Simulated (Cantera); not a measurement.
An isothermal, constant-pressure homogeneous reactor starts with 0.636 % H₂, 99.4 % O₂, equivalence ratio 0.0032, at 1200 K and 20.0 Torr.

Computed with Cantera and the H2/O2 subset of GRI-Mech 3.0, which has no nitrogen chemistry. Radical loss at walls, strong at low pressure, is not modelled.

One state of this run: x H₂ = 5.43e-7; x O₂ = 0.993; x H = 8.99e-7; x HO₂ = 1.62e-7; x OH = 8.85e-5. x: mole fraction; the columns are a selection and need not sum to one.

Problem. Which value of t (s) does it belong to?
(A) 0.669
(B) 0.000200
(C) 0.000493
(D) 4.06

Solution. A, 0.669
